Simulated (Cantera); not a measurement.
Charge: 1 mol trisilylamine, a varied amount of N₂, 0.13 mol H₂, equilibrated at 1152 °C and 1.33 mbar.

Method: chemical equilibrium by Gibbs-energy minimisation in Cantera with the NASA 1993 tables (ideal gas, pure condensed phases). Candidate condensed phases: Si, Si₃N₄; 18 gas species. The feed counts by its element totals alone. Kinetics and transport are ignored.

Task: At 26 mol N₂, list the 3 most abundant gas species with their mole fractions, and the condensed phases.

Result: N₂ 0.841, H₂ 0.159, H 7.45e-5. Condensed: Si₃N₄(s).
